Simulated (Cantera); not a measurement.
Input (Python, Cantera):

```python
import numpy as np
import cantera as ct

gas = ct.Solution("gri30.yaml")
gas.TPX = 423, 500000, {'CH4': 1, 'O2': 4.26, 'N2': 16, 'H2O': 0.72}
inlet = ct.Reservoir(gas, clone=True)
gas.equilibrate("HP")  # start burning
reactor = ct.IdealGasConstPressureReactor(gas, energy="on", clone=False)
exhaust = ct.Reservoir(gas, clone=True)
tau = [0.052, 0.017, 0.0056, 0.0018, 0.0006, 0.0002, 6.4e-05, 2.1e-05, 6.9e-06][0]
for a, b in ((inlet, reactor), (reactor, exhaust)):
    ct.MassFlowController(a, b, mdot=lambda t: reactor.mass / tau)
net = ct.ReactorNet([reactor])
show = ['CH4', 'O2', 'H2O', 'CO', 'NO', 'HCO']

rows = []
print(f"{'tau/s':>10s}{'T/K':>9s}" + "".join(f"{s:>11s}" for s in show))
for tau in [0.052, 0.017, 0.0056, 0.0018, 0.0006, 0.0002, 6.4e-05, 2.1e-05, 6.9e-06]:
    net.initial_time = 0.0
    net.advance(30 * tau)
    before = gas.X
    net.advance(40 * tau)
    drift = np.max(np.abs(gas.X - before) / (gas.X + 1e-9))
    rows.append([gas.T, *gas[show].X, drift])
    print(f"{tau:10.3e}{gas.T:9.1f}" + "".join(f"{x:11.3e}" for x in gas[show].X))
```

Result:

```
     tau/s      T/K        CH4         O2        H2O         CO         NO        HCO
 5.200e-02   1476.5  5.937e-05  1.032e-01  1.235e-01  5.115e-04  2.782e-07  5.841e-09
 1.700e-02   1466.5  1.607e-04  1.038e-01  1.232e-01  1.439e-03  2.456e-07  1.905e-08
 5.600e-03   1421.7  6.490e-04  1.069e-01  1.216e-01  5.513e-03  1.083e-07  6.863e-08
 1.800e-03    423.0  4.550e-02  1.938e-01  3.276e-02 -7.055e-17 -1.258e-24 -1.167e-36
 6.000e-04    423.0  4.550e-02  1.938e-01  3.276e-02 -1.240e-19 -2.210e-27 -3.946e-40
 2.000e-04    423.0  4.550e-02  1.938e-01  3.276e-02 -7.832e-21 -1.396e-28 -2.491e-41
 6.400e-05    423.0  4.550e-02  1.938e-01  3.276e-02 -4.947e-22 -8.818e-30 -1.574e-42
 2.100e-05    423.0  4.550e-02  1.938e-01  3.276e-02 -3.125e-23 -5.570e-31 -9.940e-44
 6.900e-06    423.0  4.550e-02  1.938e-01  3.276e-02 -1.974e-24 -3.518e-32 -6.279e-45
```

Cantera simulation using GRI-Mech 3.0 (53 species, 325 reactions); the numbers are that mechanism's predictions, not measurements.
